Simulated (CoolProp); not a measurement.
Aqueous propylene glycol as a coolant, 35 % by mass, freezing at -16.3 °C, 1 atm.

Computed with CoolProp (Melinder's fits for secondary coolants).

```csv
T (°C),conductivity (W/(m K)),density (kg/m³),Prandtl number,viscosity (mPa s)
-14,?,1042,199,?
-5.1,0.404,1039,113,12.3
3.7,0.410,1036,68.9,?
12.6,?,1032,44.5,4.93
21.5,0.423,?,?,3.40
30.4,0.429,?,21.9,?
```

Some entries are withheld; supply them.


- -14, conductivity (W/(m K)): 0.398
- -14, viscosity (mPa s): 21.6
- 3.7, viscosity (mPa s): 7.57
- 12.6, conductivity (W/(m K)): 0.417
- 21.5, density (kg/m³): 1027
- 21.5, Prandtl number: 30.5
- 30.4, density (kg/m³): 1023
- 30.4, viscosity (mPa s): 2.47
